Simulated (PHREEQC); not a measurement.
Synthetic water in mmol/kgw, 5 °C, pH 2.21, pe 9.1:

```
constituent  mmol/kgw
-----------  --------
Na               80.7
K              0.0169
Ca             0.0671
Mg               19.5
Cl               46.1
S(6)             67.2
Al               19.6
Li               1.43
B               0.224
Cd             0.0312
N(5)             2.54
```

Valence states are taken as typed.

Model: ion-association model, phreeqc.dat, run in PHREEQC.

Each row changes one thing in this solution. No solid was allowed to form.

```
case                                              ionic strength (mol/kgw)  SO4-2 (mol/kgw)  Mg+2 (mol/kgw)  MgSO4 (mol/kgw)  HSO4- (mol/kgw)  Al(SO4)2- (mol/kgw)  SI of Gypsum (CaSO4:2H2O)  SI of Halite (NaCl)
------------------------------------------------  ------------------------  ---------------  --------------  ---------------  ---------------  -------------------  -------------------------  -------------------
as made                                                              0.183           0.0318          0.0133          0.00617          0.00528              0.00370                      -2.23                -4.26
temperature from 5 to 80 °C at the same typed pH                (withheld)           0.0175         0.00875           0.0107       (withheld)           (withheld)                      -2.40                -4.33
Mg from 19.5 to 39 mmol/kgw                                     (withheld)           0.0291          0.0280           0.0109       (withheld)              0.00322                      -2.28                -4.27
Cd from 0.0312 to 0.0936 mmol/kgw                                    0.183           0.0318          0.0133          0.00617          0.00528              0.00370                      -2.23                -4.26
```

Question: Complete the blanks.

Answer: 
- temperature from 5 to 80 °C at the same typed pH, ionic strength (mol/kgw): 0.152
- temperature from 5 to 80 °C at the same typed pH, HSO4- (mol/kgw): 0.0168
- temperature from 5 to 80 °C at the same typed pH, Al(SO4)2- (mol/kgw): 0.00274
- Mg from 19.5 to 39 mmol/kgw, ionic strength (mol/kgw): 0.209
- Mg from 19.5 to 39 mmol/kgw, HSO4- (mol/kgw): 0.00464

Away from 25 °C the constants follow the database's enthalpies or fits; those with neither stay at their 25 °C values.
